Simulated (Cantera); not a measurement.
Feed: 1 mol SiC, 0.059 mol N₂O, 6.7 mol N₂, 0.093 mol O₂, equilibrated at 1498.15 K and 2.00 bar.

Equilibrium computed with Cantera from the NASA thermochemical tables; the gas is ideal and each condensed phase is pure. Candidate condensed phases: C, Si, SiC, SiO₂, Si₂N₂O, Si₃N₄; 34 gas species. Mutual solubility and eutectic melting of coexisting phases are not modelled. Equilibrium is a limit: real reactors are often held back by kinetics, nucleation or transport.

Base state: N₂ 1.000, CO 5.42e-5 (mole fractions); condensed: C(graphite) + Si₂N₂O(s) + Si₃N₄(s).

Problem. What changes in the equilibrium state with this change: pressure from 2.00 bar to 10.0 mbar?

Solution. 
| species | before | after |
|---|---|---|
| N₂ | 1.000 | 0.976 |
| CO | 5.42e-5 | 0.0239 |
| SiO | 1.17e-8 | 5.11e-5 |
| C(graphite), mol | 1.000 | 0 |
| Si₂N₂O(s), mol | 0.245 | 0.0814 |
| Si₃N₄(s), mol | 0.170 | 0 |
| SiC(s), mol | 0 | 0.837 |

Problem. What changes in the equilibrium state with this change: pressure from 2.00 bar to 0.940 Pa?

Solution. 
```csv
species,before,after
N₂,1.000,0.965
CO,5.42e-5,0.0176
SiO,1.17e-8,0.0174
Si,<1e-9,0.000175
"C(graphite), mol",1.000,0
"Si₂N₂O(s), mol",0.245,0
"Si₃N₄(s), mol",0.170,0
"SiC(s), mol",0,0.877
```
